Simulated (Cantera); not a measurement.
Charge: 1 mol HMDSO, 5 mol O2, 0.71 mol H2, held at 998 K and 0.0330 bar.

These are equilibrium values from Cantera (NASA tables, ideal gas, pure condensed phases), not measurements of a reactor. Candidate condensed phases: C, C6H6, C7H8, C8H18, H2O, Si, SiC, SiO2; 123 gas species. The feed counts by its element totals alone. Equilibrium is a limit: real reactors are often held back by kinetics, nucleation or transport.

Base state: H2 0.584, CO 0.352, H2O 0.0340, CO2 0.0297, CH4 8.94e-5 (mole fractions); condensed: SiO2(β-quartz).

Q: What changes in the equilibrium state with this change: pressure from 0.0330 bar to 0.270 bar?

A: 
| species | before | after |
|---|---|---|
| H2 | 0.584 | 0.577 |
| CO | 0.352 | 0.348 |
| H2O | 0.0340 | 0.0371 |
| CH4 | 8.94e-5 | 0.00523 |
| CO2 | 0.0297 | 0.0324 |
| SiO2(β-quartz), mol | 2.00 | 2.00 |

Q: What changes in the equilibrium state with this change: HMDSO replaced by SiF4?

A: 
```tsv
species	before	after
O2	<1e-9	0.702
HF	0	0.157
SiF4	0	0.112
H2	0.584	<1e-9
CO	0.352	0
CO2	0.0297	0
H2O	0.0340	0.0289
CH4	8.94e-5	0
SiO2(β-quartz), mol	2.00	0.259
```
